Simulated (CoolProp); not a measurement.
Chloromethane (R40) at several states: Z from the reference equation and from simpler models built on Tc = 145.5 °C, pc = 6.929 MPa, ω = 0.150; each cubic takes its own stable root.

Values from CoolProp's reference Helmholtz-energy equation of state, Thol 2014.

```csv
T (°C),p (MPa),phase,reference,Redlich-Kwong,Soave-Redlich-Kwong,Peng-Robinson
142.15,0.0114,gas,0.9994,0.9994,0.9994,0.9994
79.35,0.212,gas,0.9797,0.9828,0.9822,0.9809
85.85,0.553,gas,0.9491,0.9566,0.9551,0.9516
-12.05,29.7,liquid,0.6767,0.7367,0.7299,0.6498
```
